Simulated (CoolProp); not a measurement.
Aqueous calcium chloride as a coolant, 22 % by mass, freezing at -22.0 °C, 1 atm.

Computed with CoolProp (Melinder's fits for secondary coolants).

```csv
T (°C),conductivity (W/(m K)),cp (kJ/(kg K)),viscosity (mPa s),Prandtl number
-0.7,0.542,2.973,3.56,19.5
2.4,0.547,2.982,3.27,?
5.6,0.551,2.992,3.00,16.3
8.7,0.556,3.001,2.76,?
11.9,0.560,3.010,2.55,?
15,0.565,3.018,2.37,12.7
18.2,?,3.026,2.20,11.7
21.3,0.574,3.034,2.06,?
24.5,?,3.041,1.92,10.1
27.6,0.583,3.048,1.81,9.44
30.8,0.588,3.055,1.70,?
33.9,0.592,3.061,1.60,8.26
```

What belongs in the gaps?


- 2.4, Prandtl number: 17.8
- 8.7, Prandtl number: 14.9
- 11.9, Prandtl number: 13.7
- 18.2, conductivity (W/(m K)): 0.569
- 21.3, Prandtl number: 10.9
- 24.5, conductivity (W/(m K)): 0.578
- 30.8, Prandtl number: 8.81
